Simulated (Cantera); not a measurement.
A freely propagating, adiabatic, planar premixed flame of H2 : O2 : N2 = 1 : 0.575 : 2.16 (molar parts), unburnt at 375 K and 3750 Torr; mixture-averaged transport, grid criteria slope 0.08 and curve 0.16, no radiation.

Cantera simulation using the H2/O2 subset of GRI-Mech 3.0, which has no nitrogen chemistry; the numbers are that mechanism's predictions, not measurements. The hydrogen kinetics of GRI-Mech 3.0 are dated; newer H2 mechanisms differ, most at raised pressure. Burning velocities carry a grid error of a few per cent, more on coarse grids.

Q: How do the results move with these cheaper or finer settings: unity-Lewis-number transport; multicomponent transport; multicomponent+Soret transport; grid criteria slope 0.5, curve 1; grid criteria slope 0.25, curve 0.5; grid criteria slope 0.03, curve 0.06?

A: 
| setting | laminar burning velocity | thermal thickness | peak x(OH) | peak x(H) | grid points |
|---|---|---|---|---|---|
| as above | 210 cm/s | 0.0533 mm | 0.0131 | 0.0137 | 113 |
| unity-Lewis-number transport | 210 cm/s | 0.0456 mm | 0.0147 | 0.0243 | 112 |
| multicomponent transport | 209 cm/s | 0.0524 mm | 0.0131 | 0.0138 | 113 |
| multicomponent+Soret transport | 184 cm/s | 0.0532 mm | 0.0125 | 0.0120 | 113 |
| grid criteria slope 0.5, curve 1 | 283 cm/s | 0.0719 mm | 0.0135 | 0.0170 | 39 |
| grid criteria slope 0.25, curve 0.5 | 214 cm/s | 0.0567 mm | 0.0129 | 0.0134 | 53 |
| grid criteria slope 0.03, curve 0.06 | 212 cm/s | 0.0522 mm | 0.0132 | 0.0141 | 244 |
Unity Lewis numbers drop preferential diffusion, which matters most where H2 and H carry the flame; Soret adds thermal diffusion.
